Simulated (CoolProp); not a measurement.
A closed Brayton cycle with carbon dioxide: compressor inlet 325.15 K and 9.2 MPa, high pressure 28.9 MPa, turbine inlet 780 K, compressor efficiency 0.85, turbine efficiency 0.9, recuperator effectiveness 0.9 (on enthalpy, no pinch check). Each further row changes one setting.

The numbers come from the reference Helmholtz-energy equation of state, Span 1996 in CoolProp.

```csv
case,thermal efficiency (%),net work (kJ/kg),compressor to turbine work,compressor exit (K),turbine exit (K)
as stated,32.2,82.8,0.40,412.8,647.7
turbine inlet 730 K,29.9,72.1,0.44,412.8,602.4
compressor inlet 335.15 K,?,73.9,?,?,647.7
high pressure 24.6 MPa,31.6,74.9,?,400.1,665.8
recuperator effectiveness 0.5,22.6,82.8,0.40,412.8,647.7
```

Q: Complete the blanks.

A: 
- compressor inlet 335.15 K, thermal efficiency (%): 30.4
- compressor inlet 335.15 K, compressor to turbine work: 0.47
- compressor inlet 335.15 K, compressor exit (K): 433.7
- high pressure 24.6 MPa, compressor to turbine work: 0.38
